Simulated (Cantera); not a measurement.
Feed: 1 mol BCl3, 26 mol H2, 120 mol N2, held at 1.00 bar.

Method: chemical equilibrium by Gibbs-energy minimisation in Cantera with the NASA 1993 tables (ideal gas, pure condensed phases). Candidate condensed phases: B, BN, NH4Cl; 21 gas species. Rates play no part.

Task: At 1925 K, list the 5 most abundant gas species with their mole fractions, and the condensed phases.

Result: N2 0.813, H2 0.166, HCl 0.0204, H 0.000390, Cl 3.59e-5. Condensed: BN(s).
